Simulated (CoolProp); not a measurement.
Model: reference Helmholtz-energy equation of state, Guder 2009, in CoolProp.

Task: Give the vapour pressure (bar), vapour density (kg/m³), liquid cp (kJ/(kg K)) of saturated sulfur hexafluoride at 236.9, 242.3 K.

Result: 
```
T (K)  p (bar)  vapour density (kg/m³)  liquid cp (kJ/(kg K))
-----  -------  ----------------------  ---------------------
236.9     3.93                    32.4                  0.880
242.3     4.78                    39.2                  0.898
```
